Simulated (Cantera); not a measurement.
Feed: 1 mol MgO, 1.1 mol HBr, 19 mol N2, equilibrated at 10.0 mbar.

Method: chemical equilibrium by Gibbs-energy minimisation in Cantera with the NASA 1993 tables (ideal gas, pure condensed phases). Candidate condensed phases: Br2, H2O, Mg, MgBr2, MgO, Mg(OH)2; 36 gas species. Kinetics and transport are ignored.

log p: log10 of the partial pressure in bar; n: condensed amount in mol.

```csv
T (K),log p N2,log p HBr,log p Br,log p H2O,log p MgBr2,n MgO(s)
1148,-2.02,-3.31,-5.03,-4.66,-4.66,0.956
1198,-2.02,-3.32,-4.85,-4.56,-4.56,0.945
1248,-2.02,-3.34,-4.68,-4.48,-4.48,0.933
1298,-2.03,-3.36,-4.53,-4.40,-4.40,0.920
1348,-2.03,-3.38,?,?,?,0.907
1398,-2.03,-3.41,-4.27,-4.28,-4.28,0.895
1448,-2.03,-3.44,-4.16,-4.24,-4.24,0.884
1498,-2.03,-3.48,?,-4.20,-4.20,0.874
1548,-2.03,-3.52,-3.97,-4.18,-4.18,0.866
```

Problem. Fill in the missing entries.

Solution. 
- 1498, log p Br: -4.06
- 1348, log p Br: -4.39
- 1348, log p H2O: -4.34
- 1348, log p MgBr2: -4.34
